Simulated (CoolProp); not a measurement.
Vapour-liquid equilibrium of R22 (1) + R142b (2) at 268.6 K; x and y are mole fractions of (1).

The numbers come from the multi-fluid Helmholtz-energy mixture model, Kamei 1995 and Lemmon 2006; pair parameters Bell 2016 in CoolProp.

| x | bubble pressure (MPa) | y at the bubble point | dew pressure at overall composition x (MPa) | liquid density (mol/L) |
|---|---|---|---|---|
| 0.05 | 0.1358 | 0.145 | 0.1261 | 11.90 |
| 0.125 | 0.1568 | 0.311 | 0.1337 | 12.10 |
| 0.2 | 0.1774 | 0.438 | 0.1422 | 12.32 |
| 0.275 | 0.1981 | 0.539 | 0.1518 | 12.54 |
| 0.35 | 0.2191 | 0.623 | 0.1626 | 12.76 |
| 0.425 | 0.2406 | 0.694 | 0.1751 | 13.00 |
| 0.5 | 0.2628 | 0.755 | 0.1896 | 13.24 |
| 0.575 | 0.2857 | 0.808 | 0.2066 | 13.49 |
| 0.65 | 0.3095 | 0.854 | 0.2267 | 13.74 |
| 0.725 | 0.3340 | 0.895 | 0.2512 | 14.00 |
| 0.8 | 0.3592 | 0.929 | 0.2818 | 14.26 |
| 0.875 | 0.3849 | 0.959 | 0.3215 | 14.54 |
| 0.95 | 0.4109 | 0.985 | 0.3764 | 14.81 |

No azeotrope shows between x = 0.05 and 0.95.

Pair parameters are fitted to limited data, so mixtures are less certain than the pure fluids.
